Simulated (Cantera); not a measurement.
## NO annealing gas

An isothermal, constant-pressure homogeneous reactor starts with 45.5 % NO, 54.5 % N₂, at 1625 K and 18000 Pa.

Detailed kinetics in Cantera: GRI-Mech 3.0 (53 species, 325 reactions).

| t (s) | x NO | x O₂ | x NO₂ | x N₂ | x O | x N₂O |
|---|---|---|---|---|---|---|
| 0.000100 | 0.455 | 9.39e-11 | 1.77e-8 | 0.545 | 1.34e-7 | 1.51e-7 |
| 0.000282 | 0.455 | 6.63e-10 | 1.22e-7 | 0.545 | 3.07e-7 | 4.26e-7 |
| 0.000795 | 0.455 | 4.21e-9 | 6.80e-7 | 0.545 | 5.32e-7 | 1.19e-6 |
| 0.00224 | 0.455 | 2.51e-8 | 2.77e-6 | 0.545 | 6.77e-7 | 3.32e-6 |
| 0.00631 | 0.455 | 1.77e-7 | 9.02e-6 | 0.545 | 8.93e-7 | 8.97e-6 |
| 0.0178 | 0.454 | 1.79e-6 | 2.68e-5 | 0.545 | 1.45e-6 | 2.26e-5 |
| 0.0502 | 0.454 | 2.05e-5 | 6.30e-5 | 0.546 | 2.46e-6 | 4.75e-5 |
| 0.141 | 0.454 | 0.000139 | 8.56e-5 | 0.546 | 3.08e-6 | 6.95e-5 |
| 0.399 | 0.453 | 0.000531 | 9.20e-5 | 0.546 | 3.28e-6 | 7.31e-5 |
| 1.12 | 0.451 | 0.00164 | 0.000104 | 0.547 | 3.65e-6 | 7.23e-5 |
| 3.17 | 0.445 | 0.00473 | 0.000131 | 0.550 | 4.49e-6 | 7.01e-5 |
| 8.93 | 0.428 | 0.0131 | 0.000183 | 0.559 | 6.20e-6 | 6.44e-5 |
| 25.2 | 0.386 | 0.0340 | 0.000252 | 0.580 | 9.13e-6 | 5.17e-5 |
| 71.0 | 0.299 | 0.0774 | 0.000290 | 0.623 | 1.32e-5 | 3.05e-5 |
| 200 | 0.175 | 0.140 | 0.000227 | 0.685 | 1.74e-5 | 1.03e-5 |
x: mole fraction; the columns are a selection and need not sum to one.

Equilibrium at this temperature and pressure: NO 0.00222, O₂ 0.226, NO₂ 3.67e-6, N₂ 0.772, O 2.20e-5, N₂O 5.53e-8 (gas phase only).
